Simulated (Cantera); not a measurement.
## Carbon deposition, reforming and gasification: C3H8 + H2O

Feed: 1 mol C3H8, 1.1 mol H2O, held at 1.30 mbar.

Method: chemical equilibrium by Gibbs-energy minimisation in Cantera with the NASA 1993 tables (ideal gas, pure condensed phases). Candidate condensed phases: C, C6H6, C7H8, C8H18, H2O; 110 gas species. The numbers say what is thermodynamically allowed, not how fast it happens.

```json
[
 {"T (K)": "1498", "x H2": "0.822", "x H": "0.000432", "x CO": "0.177", "x C3": "<1e-12", "x C2H2 (acetylene)": "7.24e-6", "x C2H": "7.09e-12", "x C": "<1e-12", "n C(graphite)": "1.90"},
 {"T (K)": "1698", "x H2": "0.819", "x H": "0.00363", "x CO": "0.177", "x C3": "3.22e-12", "x C2H2 (acetylene)": "5.90e-5", "x C2H": "1.45e-9", "x C": "1.09e-11", "n C(graphite)": "1.90"},
 {"T (K)": "1898", "x H2": "0.805", "x H": "0.0194", "x CO": "0.176", "x C3": "1.50e-9", "x C2H2 (acetylene)": "0.000303", "x C2H": "9.50e-8", "x C": "2.31e-9", "n C(graphite)": "1.90"},
 {"T (K)": "2098", "x H2": "0.754", "x H": "0.0741", "x CO": "0.171", "x C3": "2.12e-7", "x C2H2 (acetylene)": "0.00108", "x C2H": "2.72e-6", "x C": "1.75e-7", "n C(graphite)": "1.89"},
 {"T (K)": "2298", "x H2": "0.628", "x H": "0.211", "x CO": "0.159", "x C3": "1.24e-5", "x C2H2 (acetylene)": "0.00269", "x C2H": "4.05e-5", "x C": "6.23e-6", "n C(graphite)": "1.86"},
 {"T (K)": "2498", "x H2": "0.413", "x H": "0.444", "x CO": "0.138", "x C3": "0.000371", "x C2H2 (acetylene)": "0.00443", "x C2H": "0.000341", "x C": "0.000125", "n C(graphite)": "1.81"},
 {"T (K)": "2698", "x H2": "0.189", "x H": "0.680", "x CO": "0.115", "x C3": "0.00659", "x C2H2 (acetylene)": "0.00443", "x C2H": "0.00168", "x C": "0.00159", "n C(graphite)": "1.56"}
]
```
x: gas mole fraction; n: condensed amount in mol.

From 1498 K to 2698 K the condensed part is C(graphite). The main C-bearing gas is CO throughout.
